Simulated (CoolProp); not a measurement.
Vapour-liquid equilibrium of R125 (1) + R1234yf (2) at -46.15 °C; x and y are mole fractions of (1).

The numbers come from the multi-fluid Helmholtz-energy mixture model, Lemmon 2005 and Lemmon 2022; pair parameters Bell 2023 in CoolProp.

```json
[
 {"x": "0.05", "bubble pressure, mixture model (kPa)": "49.01", "bubble pressure, Raoult's law (kPa)": "48.93", "y, mixture model": "0.113", "y, Raoult's law": "0.114"},
 {"x": "0.15", "bubble pressure, mixture model (kPa)": "55.66", "bubble pressure, Raoult's law (kPa)": "55.50", "y, mixture model": "0.298", "y, Raoult's law": "0.301"},
 {"x": "0.25", "bubble pressure, mixture model (kPa)": "62.24", "bubble pressure, Raoult's law (kPa)": "62.07", "y, mixture model": "0.443", "y, Raoult's law": "0.448"},
 {"x": "0.35", "bubble pressure, mixture model (kPa)": "68.79", "bubble pressure, Raoult's law (kPa)": "68.64", "y, mixture model": "0.561", "y, Raoult's law": "0.568"},
 {"x": "0.45", "bubble pressure, mixture model (kPa)": "75.30", "bubble pressure, Raoult's law (kPa)": "75.21", "y, mixture model": "0.659", "y, Raoult's law": "0.666"},
 {"x": "0.55", "bubble pressure, mixture model (kPa)": "81.82", "bubble pressure, Raoult's law (kPa)": "81.78", "y, mixture model": "0.741", "y, Raoult's law": "0.749"},
 {"x": "0.65", "bubble pressure, mixture model (kPa)": "88.33", "bubble pressure, Raoult's law (kPa)": "88.34", "y, mixture model": "0.812", "y, Raoult's law": "0.819"},
 {"x": "0.75", "bubble pressure, mixture model (kPa)": "94.87", "bubble pressure, Raoult's law (kPa)": "94.91", "y, mixture model": "0.874", "y, Raoult's law": "0.880"},
 {"x": "0.85", "bubble pressure, mixture model (kPa)": "101.4", "bubble pressure, Raoult's law (kPa)": "101.5", "y, mixture model": "0.929", "y, Raoult's law": "0.933"},
 {"x": "0.95", "bubble pressure, mixture model (kPa)": "108.0", "bubble pressure, Raoult's law (kPa)": "108.0", "y, mixture model": "0.978", "y, Raoult's law": "0.979"}
]
```

The largest gap from Raoult's law is +0.3 % in bubble pressure, at x = 0.15. No azeotrope shows between x = 0.05 and 0.95.

The pair parameters rest on a limited set of measurements; away from them the model extrapolates.
